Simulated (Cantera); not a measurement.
Feed: 1 mol SO2, 0.41 mol O2, equilibrated at 20.0 Pa.

Equilibrium computed with Cantera from the NASA thermochemical tables; the gas is ideal and each condensed phase is pure. Candidate condensed phases: S; 10 gas species. Equilibrium is a limit: real reactors are often held back by kinetics, nucleation or transport. All values below are at 1323 K.

Base state: SO2 0.709, O2 0.291, SO3 0.000565, O 1.01e-5 (mole fractions); condensed: gas only.

Task: What changes in the equilibrium state with this change: pressure from 20.0 Pa to 28.0 bar?

Result: 
```json
[
 {"species": "SO2", "before": "0.709", "after": "0.605"},
 {"species": "O2", "before": "0.291", "after": "0.233"},
 {"species": "SO3", "before": "0.000565", "after": "0.162"},
 {"species": "O", "before": "1.01e-5", "after": "2.43e-8"}
]
```
